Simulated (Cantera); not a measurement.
## Equilibrium for silicon carbide growth: (CH3)2SiCl2 + C2H2 + H2

A closed system holds: 1 mol (CH3)2SiCl2, 0.68 mol C2H2, 1100 mol H2, equilibrated at 1500 K.

Equilibrium computed with Cantera from the NASA thermochemical tables; the gas is ideal and each condensed phase is pure. Candidate condensed phases: C, C6H6, C7H8, C8H18, Si, SiC; 109 gas species. The feed counts by its element totals alone. Rates play no part.

```tsv
P (Pa)	x H2	x CH4	x HCl	x H	n C(graphite)	n SiC(s)
100	0.998	2.56e-6	0.00181	0.000556	2.34	1.000
270	0.998	6.91e-6	0.00181	0.000338	2.33	1.000
720	0.998	1.84e-5	0.00181	0.000207	2.32	1.000
1900	0.998	4.86e-5	0.00181	0.000128	2.29	1.000
5200	0.998	0.000133	0.00181	7.71e-5	2.19	1.000
14000	0.998	0.000358	0.00181	4.70e-5	1.94	1.000
37000	0.997	0.000946	0.00181	2.89e-5	1.29	1.000
100000	0.996	0.00212	0.00181	1.76e-5	0	1.000
```
x: gas mole fraction; n: condensed amount in mol.

From 0.00100 bar to 0.370 bar the condensed part is C(graphite) + SiC(s). At 1.00 bar the condensed part is SiC(s). The main Si-bearing gas is SiCl2 throughout.
